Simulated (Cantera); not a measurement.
Cantera run:

```python
import numpy as np
import cantera as ct

gas_names = """
    C CH CH2 CH3 CH2OH CH3O CH4 CH3OH CO CO2 COOH C2 C2H CHCO,ketyl C2H2,acetylene C2H2,vinylidene
    CH2CO,ketene C2H3,vinyl CH3CO,acetyl C2H4 C2H4O,ethylen CH3CHO,ethanal CH3COOH (HCOOH)2 C2H5 C2H6
    CH3OCH3 C2H5OH C2O C3 C3H3,propargyl C3H4,allene C3H4,propyne C3H4,cyclo- C3H5,allyl C3H6,propylene
    C3H6,cyclo- C3H6O C3H7,n-propyl C3H7,i-propyl C3H8 C3H8O,1propanol C3H8O,2propanol C3O2 C4 C4H2
    C4H4,1,3-cyclo- C4H6,butadiene C4H6,2-butyne C4H6,cyclo- C4H8,1-butene C4H8,cis2-buten
    C4H8,tr2-butene C4H8,isobutene C4H8,cyclo- (CH3COOH)2 C4H9,n-butyl C4H9,i-butyl C4H9,s-butyl
    C4H9,t-butyl C4H10,isobutane C4H10,n-butane C5 C5H6,1,3cyclo- C5H8,cyclo- C5H10,1-pentene
    C5H10,cyclo- C5H11,pentyl C5H11,t-pentyl C5H12,n-pentane C5H12,i-pentane CH3C(CH3)2CH3 C6H2
    C6H5,phenyl C6H5O,phenoxy C6H6 C6H5OH,phenol C6H10,cyclo- C6H12,1-hexene C6H12,cyclo- C6H13,n-hexyl
    C7H7,benzyl C7H8 C7H8O,cresol C7H14,1-heptene C7H15,n-heptyl C7H16,n-heptane C8H8,styrene
    C8H10,ethylbenz C8H16,1-octene C8H17,n-octyl C8H18,isooctane C8H18,n-octane C9H19,n-nonyl
    C10H8,naphthale C10H21,n-decyl C12H9,o-bipheny C12H10,bipheny Cu CuO Cu2 H HCO HO2 H2
    HCHO,formaldehy HCOOH H2O H2O2 O OH O2 O3
""".split()
cond_names = """
    C(gr) C6H6(L) C7H8(L) C8H18(L),n-octa Cu(cr) Cu(L) CuO(s) CuO2H2(s) Cu2O(s) Cu2O(L) H2O(s) H2O(L)
""".split()


def load(file, names, dense=False):
    # The tables refer to 1 bar. Condensed volumes are neglected.
    table = {s.name: s for s in ct.Species.list_from_file(file)}
    out = []
    for n in names:
        d = dict(table[n].input_data)
        d["thermo"] = dict(d["thermo"], **{"reference-pressure": 1e5})
        if dense:
            d["equation-of-state"] = {"model": "constant-volume", "density": "1e6 g/cm^3"}
        out.append(ct.Species.from_dict(d))
    return out


gas = ct.Solution(thermo="ideal-gas", species=load("nasa_gas.yaml", gas_names))
cond = {s.name: ct.Solution(thermo="fixed-stoichiometry", species=[s], name=s.name)
        for s in load("nasa_condensed.yaml", cond_names, dense=True)}
atoms = {
    'Cu2O': {'Cu': 2, 'O': 1},
    'CH4': {'C': 1, 'H': 4},
    'CO': {'C': 1, 'O': 1},
}
top_T = {'C(gr)': 4500, 'CuO(s)': 1390}  # K; cautious upper limits of use, not melting points


def equilibrate(T, P, feed):
    n = {}
    for name, mol in feed.items():
        for a, k in atoms[name].items():
            n[a] = n.get(a, 0.0) + k * mol
    gas.TPX = T, P, n
    mass = sum(n.values()) * gas.mean_molecular_weight
    gas.equilibrate("TP")
    valid = [c for c in cond.values() if c.min_temp <= T <= top_T.get(c.name, c.max_temp)]
    mix = ct.Mixture([(gas, mass / gas.mean_molecular_weight)] + [(c, 0.0) for c in valid])
    mix.T, mix.P = T, P
    mix.equilibrate("TP", solver="vcs", rtol=1e-11, max_steps=5000)
    return mix


results = []
feed = {'Cu2O': 1, 'CH4': 5.2, 'CO': 0.57}  # mol
P = 133.322  # Pa
for T in [923, 1123, 1323, 1523, 1723, 1923, 2123, 2323, 2523]:
    mix = equilibrate(T, P, feed)
    results.append((T, P, feed, dict(zip(mix.species_names, mix.species_moles))))

top = {s: max(r[3][s] / sum(r[3][g] for g in gas_names) for r in results) for s in gas_names}
cols = sorted((s for s in top if top[s] > 0.0001), key=lambda s: -top[s])[:9]
seen = [c for c in cond_names if any(r[3].get(c, 0) > 1e-12 for r in results)]
print("log10 of partial pressures in bar; condensed amounts in mol")
print(f"{'T/K':>10s}" + "".join(f"{s[:9]:>10s}" for s in cols + seen))
for T, P, feed, n in results:
    ng = sum(n[g] for g in gas_names)
    print(f"{T:10.4g}" + "".join(f"{np.log10(max(n[s] / ng * P / 1e5, 1e-99)):10.3f}" for s in cols)
          + "".join(f"{n.get(c, 0):10.4g}" for c in seen))
```

Result:

```
log10 of partial pressures in bar; condensed amounts in mol
       T/K        H2         H        Cu        CO C2H2,acet        C3       C2H       H2O       CH4     C(gr)    Cu(cr)     Cu(L)
       923    -2.936   -11.080   -12.261    -3.758   -12.860   -35.912   -26.289    -6.506    -6.506     4.201         2         0
      1123    -2.936    -8.839    -8.902    -3.757   -10.594   -27.474   -20.588    -7.874    -7.405       4.2         2         0
      1323    -2.936    -7.268    -6.571    -3.757    -9.020   -21.609   -16.618    -8.829    -8.040       4.2     1.998         0
      1523    -2.940    -6.106    -4.919    -3.761    -7.868   -17.302   -13.698    -9.538    -8.519       4.2         0     1.891
      1723    -3.005    -5.242    -3.721    -3.825    -7.049   -14.010   -11.491   -10.202    -9.008     4.198         0         0
      1923    -3.015    -4.533    -3.724    -3.829    -6.360   -11.415    -9.725   -10.636    -9.309     4.191         0         0
      2123    -3.047    -3.969    -3.737    -3.842    -5.828    -9.320    -8.307   -11.020    -9.599     4.167         0         0
      2323    -3.136    -3.531    -3.770    -3.875    -5.451    -7.594    -7.166   -11.419    -9.960     4.113         0         0
      2523    -3.334    -3.223    -3.830    -3.935    -5.258    -6.150    -6.270   -11.908   -10.507     4.001         0         0
```

Cantera equilibrium calculation (NASA polynomials, part measured and part estimated; ideal gas, pure solids and liquids).
